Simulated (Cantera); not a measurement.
A closed system holds: 1 mol PbO, 0.98 mol CH4, 0.053 mol CO, held at 12.0 Torr.

These are equilibrium values from Cantera (NASA tables, ideal gas, pure condensed phases), not measurements of a reactor. Candidate condensed phases: C, C6H6, C7H8, C8H18, H2O, Pb, PbO, PbO2, Pb3O4; 113 gas species. The numbers say what is thermodynamically allowed, not how fast it happens.

Problem. What share of the Pb ends up in condensed phases as a function of T (°C), at 625, 675, 725, 775, 825, 875, 925, 975, 1025, 1075, 1125, 1175, 1225?

Solution. 
| T (°C) | Pb condensed (%) | as |
|---|---|---|
| 625 | 100.0 | Pb(l) |
| 675 | 99.9 | Pb(l) |
| 725 | 99.7 | Pb(l) |
| 775 | 99.2 | Pb(l) |
| 825 | 97.8 | Pb(l) |
| 875 | 94.7 | Pb(l) |
| 925 | 87.9 | Pb(l) |
| 975 | 73.5 | Pb(l) |
| 1025 | 43.1 | Pb(l) |
| 1075 | 0.0 | - |
| 1125 | 0.0 | - |
| 1175 | 0.0 | - |
| 1225 | 0.0 | - |
